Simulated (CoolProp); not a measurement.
The numbers come from the reference Helmholtz-energy equation of state, Lemmon 2004 in CoolProp. It is a short technical equation, of lower accuracy than the large ones.

Task: For n-dodecane, give the phase and the density (kg/m³), speed of sound (m/s), expansivity (1/kK) at 346.85 °C and 4.78 MPa.

Result: 
- 346.85 °C and 4.78 MPa: liquid; density 477, speed of sound 368, expansivity 2.55
